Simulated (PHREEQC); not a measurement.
Solution (80 °C): 0.0049 mol (NH4)2SiF6 and 0.067 mol (NH4)2SO4 per kg of water. Closed to the air; pH follows from the charge balance.

The numbers come from PHREEQC with the ion-association model, wateq4f.dat.

| Property | Value |
|---|---|
| pH | 3.56 |
| ionic strength | 0.173 mol/kgw |
| total alkalinity | -19.6 meq/kg |

```csv
species,molality,activity,log γ
NH4+,0.124,0.0902,-0.138
SO4-2,0.0453,0.0123,-0.565
NH4SO4-,0.0198,0.0143,-0.139
F-,0.00567,0.00393,-0.159
HF,0.00467,0.00486,0.017
SiF6-2,0.00314,0.000868,-0.558
HSO4-,0.00191,0.00137,-0.145
```

Precipitation was switched off in this run. Saturation is exceeded, for instance for Quartz (slow to form), Chalcedony (slow to form); the values hold only as long as no solid forms. Away from 25 °C the constants follow the database's enthalpies or fits; those with neither stay at their 25 °C values. SiF6-2 is the database's only silicon fluoride.
